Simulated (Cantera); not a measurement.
Feed: 1 mol SiCl₄, 8.2 mol H₂, 3.5 mol HCl, equilibrated at 1100 °C and 170000 Pa.

Method: chemical equilibrium by Gibbs-energy minimisation in Cantera with the NASA 1993 tables (ideal gas, pure condensed phases). Candidate condensed phases: Si; 19 gas species. The tables' values for SiCl₃ are old estimates; treat these amounts as uncertain. Rates play no part.

Base state: H₂ 0.630, HCl 0.291, SiCl₄ 0.0633, SiHCl₃ 0.00866, SiCl₃ 0.00469, SiCl₂ 0.00160, SiH₂Cl₂ 0.000175 (mole fractions); condensed: gas only.

Question: What changes in the equilibrium state with this change: SiCl₄ replaced by Si?

Answer: 
| species | before | after |
|---|---|---|
| H₂ | 0.630 | 0.851 |
| HCl | 0.291 | 0.0702 |
| SiCl₄ | 0.0633 | 0.0282 |
| SiCl₂ | 0.00160 | 0.0166 |
| SiHCl₃ | 0.00866 | 0.0216 |
| SiCl₃ | 0.00469 | 0.0101 |
| SiH₃Cl | 1.01e-6 | 7.97e-5 |
| SiH₂Cl₂ | 0.000175 | 0.00245 |
| Si(s), mol | 0 | 0.125 |

Question: What changes in the equilibrium state with this change: temperature from 1100 °C to 900 °C?

Answer: 
```csv
species,before,after
H₂,0.630,0.641
HCl,0.291,0.280
SiCl₄,0.0633,0.0743
SiCl₂,0.00160,2.54e-5
SiCl₃,0.00469,0.000438
```
